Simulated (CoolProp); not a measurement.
The numbers come from the reference Helmholtz-energy equation of state, McLinden 2015 in CoolProp.

**Question.** Give the vapour pressure (MPa), liquid density (kg/m³), vapour density (kg/m³), enthalpy of vaporisation (kJ/kg) of saturated the fluoroketone C6F12O (FK-5-1-12) at 249.7, 311.4 K.

**Answer.** 
```json
[
 {"T (K)": "249.7", "p (MPa)": "0.00313", "liquid density (kg/m³)": "1740", "vapour density (kg/m³)": "0.479", "enthalpy of vaporisation (kJ/kg)": "108"},
 {"T (K)": "311.4", "p (MPa)": "0.0685", "liquid density (kg/m³)": "1560", "vapour density (kg/m³)": "8.80", "enthalpy of vaporisation (kJ/kg)": "91.1"}
]
```
